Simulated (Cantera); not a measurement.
An isothermal, constant-pressure homogeneous reactor starts with 100 % N₂O, at 1425 K and 82.5 Torr.

Model: GRI-Mech 3.0 (53 species, 325 reactions), integrated in Cantera. GRI-Mech 3.0 was tuned for natural gas; its chemistry of N2O as a main component is partial and can be far from experiment. The temperature is held fixed by assumption; the heat of reaction is taken as removed at once.

One state of this run: x N₂O = 4.90e-6; x O = 2.19e-6; x O₂ = 0.267; x NO = 0.131; x NO₂ = 0.000333; x N₂ = 0.601. x: mole fraction; the columns are a selection and need not sum to one.

Which value of t (s) does it belong to?
A) 0.0191
B) 0.157
C) 3.67
D) 30.0

D, 30.0
